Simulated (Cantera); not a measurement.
A perfectly stirred reactor is fed with 38.7 % H2, 12.9 % O2, 48.4 % N2, at 5.00 bar; it is adiabatic with a 598 K inlet, and is followed from long to short residence time, starting on the burning branch (τ in s: 0.036, 0.016, 0.0075, 0.0034, 0.0016, 0.00071, 0.00032, 0.00015, 6.7e-05, 3.1e-05).

Computed with Cantera and GRI-Mech 3.0 (53 species, 325 reactions). The hydrogen kinetics of GRI-Mech 3.0 are dated; newer H2 mechanisms differ, most at raised pressure.

### Question
Predict: blow-out, bracketed by the residence times tried; x(H2) at τ = 36.0 ms; x(O2) at τ = 36.0 ms; x(N2O) at τ = 36.0 ms; x(NO) at τ = 36.0 ms; x(NO2) at τ = 36.0 ms; x(H2) at τ = 0.710 ms; x(O2) at τ = 0.710 ms; x(N2O) at τ = 0.710 ms; x(NO) at τ = 0.710 ms; x(NO2) at τ = 0.710 ms.

### Answer
```json
{
  "blow_out_bracketed_by_the_residence_times_tried": "burning at 31.0 µs, the shortest tried",
  "x(H2) at τ = 36.0 ms": "0.147",
  "x(O2) at τ = 36.0 ms": "3.38e-5",
  "x(N2O) at τ = 36.0 ms": "1.99e-8",
  "x(NO) at τ = 36.0 ms": "0.000184",
  "x(NO2) at τ = 36.0 ms": "3.96e-9",
  "x(H2) at τ = 0.710 ms": "0.145",
  "x(O2) at τ = 0.710 ms": "0.000335",
  "x(N2O) at τ = 0.710 ms": "2.23e-8",
  "x(NO) at τ = 0.710 ms": "9.39e-5",
  "x(NO2) at τ = 0.710 ms": "2.89e-9"
}
```
